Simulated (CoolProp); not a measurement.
Vapour-liquid equilibrium of n-hexane (1) + toluene (2) at 0.958 bar; x and y are mole fractions of (1).

Model: multi-fluid Helmholtz-energy mixture model, Thol 2019 and Lemmon 2006; pair parameters Bell 2016, in CoolProp.

```json
[
 {"x": "0.05", "bubble temperature (K)": "376.3", "y at the bubble point": "[?]", "dew temperature at overall composition x (K)": "[?]", "liquid density (mol/L)": "8.434"},
 {"x": "0.125", "bubble temperature (K)": "369.8", "y at the bubble point": "0.376", "dew temperature at overall composition x (K)": "378.1", "liquid density (mol/L)": "8.351"},
 {"x": "0.2", "bubble temperature (K)": "364.7", "y at the bubble point": "[?]", "dew temperature at overall composition x (K)": "375.8", "liquid density (mol/L)": "[?]"},
 {"x": "0.275", "bubble temperature (K)": "360.7", "y at the bubble point": "0.599", "dew temperature at overall composition x (K)": "373.3", "liquid density (mol/L)": "8.154"},
 {"x": "0.35", "bubble temperature (K)": "357.3", "y at the bubble point": "0.670", "dew temperature at overall composition x (K)": "370.7", "liquid density (mol/L)": "8.048"},
 {"x": "0.425", "bubble temperature (K)": "354.5", "y at the bubble point": "[?]", "dew temperature at overall composition x (K)": "367.9", "liquid density (mol/L)": "7.939"},
 {"x": "0.5", "bubble temperature (K)": "352.1", "y at the bubble point": "0.775", "dew temperature at overall composition x (K)": "364.9", "liquid density (mol/L)": "7.830"},
 {"x": "0.575", "bubble temperature (K)": "349.9", "y at the bubble point": "0.817", "dew temperature at overall composition x (K)": "[?]", "liquid density (mol/L)": "7.722"},
 {"x": "0.65", "bubble temperature (K)": "347.9", "y at the bubble point": "0.854", "dew temperature at overall composition x (K)": "358.3", "liquid density (mol/L)": "7.614"},
 {"x": "0.725", "bubble temperature (K)": "346.1", "y at the bubble point": "0.888", "dew temperature at overall composition x (K)": "354.6", "liquid density (mol/L)": "7.508"},
 {"x": "0.8", "bubble temperature (K)": "344.3", "y at the bubble point": "0.920", "dew temperature at overall composition x (K)": "350.8", "liquid density (mol/L)": "7.404"},
 {"x": "0.875", "bubble temperature (K)": "342.7", "y at the bubble point": "0.951", "dew temperature at overall composition x (K)": "346.8", "liquid density (mol/L)": "7.303"},
 {"x": "0.95", "bubble temperature (K)": "341.1", "y at the bubble point": "0.980", "dew temperature at overall composition x (K)": "342.7", "liquid density (mol/L)": "7.203"}
]
```

### Question
Complete the blanks.

### Answer

- 0.05, y at the bubble point: 0.185
- 0.05, dew temperature at overall composition x (K): 380.4
- 0.2, y at the bubble point: 0.505
- 0.2, liquid density (mol/L): 8.256
- 0.425, y at the bubble point: 0.727
- 0.575, dew temperature at overall composition x (K): 361.7

No azeotrope shows between x = 0.05 and 0.95.

Pair parameters are fitted to limited data, so mixtures are less certain than the pure fluids.
